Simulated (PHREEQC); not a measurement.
Model water analysis in mg/kgw, 25 °C, pH 8.22, pe 11.2: Na 6990; K 401; Ca 19.2; Mg 286; Cl 11300; S(6) as SO4 762; Alkalinity as HCO3 232; Zn 334.

Valence states are taken as typed.

Equilibrium calculation in PHREEQC: ion-association model, wateq4f.dat.

No solid was allowed to form.

Problem. Predict the activity of water.

Solution. activity of water 0.989.

Problem. In which forms is C present?

Solution. HCO3- 42 %, ZnCO3 29 %, Zn(CO3)2-2 18 %, ZnHCO3+ 3.5 %, NaHCO3 3.3 %, MgHCO3+ 1.7 % of the C.

Examples of supersaturated solids here: Zn5(OH)8Cl2, Zn(OH)2-e. Others may be too. Species that the database lacks are ignored.
